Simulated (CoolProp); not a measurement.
R1234ze(E) along the isobar 1.22 MPa: density (kg/m³) from the reference equation and from simpler models built on Tc = 382.5 K, pc = 3.635 MPa, ω = 0.313; each cubic takes its own stable root.

Values from CoolProp's reference Helmholtz-energy equation of state, Thol 2016.

```
T (K)   phase  reference
-----  ------  ---------
274.4  liquid       1240
285.6  liquid       1207
296.8  liquid       1171
308    liquid       1133
319.2  liquid       1092
330.4  liquid       1045
341.6     gas      61.90
352.8     gas      57.86
364       gas      54.57
375.2     gas      51.80
386.4     gas      49.40
397.6     gas      47.29
408.8     gas      45.42
420       gas      43.73
```

Question: How far does each simpler model (van der Waals, Peng-Robinson) lie from the reference over these 14 states: mean and median of the absolute difference, and the worst?

Answer: 
- van der Waals: mean 30.5 %, median 5.9 %, worst -94.2 % at 330.4 K and 1.22 MPa
- Peng-Robinson: mean 1.0 %, median 0.9 %, worst +2.2 % at 274.4 K and 1.22 MPa

At some of these states van der Waals gives the other phase, because its saturation line lies elsewhere.
